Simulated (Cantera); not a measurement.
An adiabatic, constant-volume homogeneous reactor starts with CH₄ : H₂ : O₂ : N₂ = 1 : 0.39 : 3.09 : 11.6 (molar parts), at 950 K and 375 Torr. Integrator tolerance rtol = 1e-08.

Model: GRI-Mech 3.0 (53 species, 325 reactions), integrated in Cantera. Below about 1000 K GRI-Mech 3.0 lacks low-temperature oxidation paths.

### Question
What does this change do: pressure from 375 Torr to 315 Torr?

### Answer
```
quantity                                                            before                                    after
---------------------------------  ---------------------------------------  ---------------------------------------
time of steepest temperature rise                                  65.6 ms                                  75.1 ms
temperature at 2.00 s                                               2539 K                                   2531 K
equilibrium temperature                                             2539 K                                   2531 K
x(CH₄) at 2.00 s                     <1e-12 (gas-phase equilibrium <1e-12)    <1e-12 (gas-phase equilibrium <1e-12)
x(H₂) at 2.00 s                    0.00377 (gas-phase equilibrium 0.00377)  0.00395 (gas-phase equilibrium 0.00395)
x(O₂) at 2.00 s                      0.0518 (gas-phase equilibrium 0.0518)    0.0520 (gas-phase equilibrium 0.0520)
x(CO) at 2.00 s                    0.00915 (gas-phase equilibrium 0.00915)  0.00951 (gas-phase equilibrium 0.00951)
x(C₂H₂) at 2.00 s                    <1e-12 (gas-phase equilibrium <1e-12)    <1e-12 (gas-phase equilibrium <1e-12)
```

### Question
What does this change do: pressure from 375 Torr to 2550 Torr?

### Answer
```tsv
quantity	before	after
time of steepest temperature rise	65.6 ms	73.9 ms
temperature at 2.00 s	2539 K	2614 K
equilibrium temperature	2539 K	2614 K
x(CH₄) at 2.00 s	<1e-12 (gas-phase equilibrium <1e-12)	<1e-12 (gas-phase equilibrium <1e-12)
x(H₂) at 2.00 s	0.00377 (gas-phase equilibrium 0.00377)	0.00212 (gas-phase equilibrium 0.00212)
x(O₂) at 2.00 s	0.0518 (gas-phase equilibrium 0.0518)	0.0500 (gas-phase equilibrium 0.0500)
x(CO) at 2.00 s	0.00915 (gas-phase equilibrium 0.00915)	0.00552 (gas-phase equilibrium 0.00552)
x(C₂H₂) at 2.00 s	<1e-12 (gas-phase equilibrium <1e-12)	<1e-12 (gas-phase equilibrium <1e-12)
```

### Question
What does this change do: 0.08 parts C2H6 added?

### Answer
| quantity | before | after |
|---|---|---|
| time of steepest temperature rise | 65.6 ms | 0.120 s |
| temperature at 2.00 s | 2539 K | 2617 K |
| equilibrium temperature | 2539 K | 2617 K |
| x(CH₄) at 2.00 s | <1e-12 (gas-phase equilibrium <1e-12) | <1e-12 (gas-phase equilibrium <1e-12) |
| x(H₂) at 2.00 s | 0.00377 (gas-phase equilibrium 0.00377) | 0.00651 (gas-phase equilibrium 0.00651) |
| x(O₂) at 2.00 s | 0.0518 (gas-phase equilibrium 0.0518) | 0.0382 (gas-phase equilibrium 0.0382) |
| x(CO) at 2.00 s | 0.00915 (gas-phase equilibrium 0.00915) | 0.0160 (gas-phase equilibrium 0.0160) |
| x(C₂H₂) at 2.00 s | <1e-12 (gas-phase equilibrium <1e-12) | <1e-12 (gas-phase equilibrium <1e-12) |
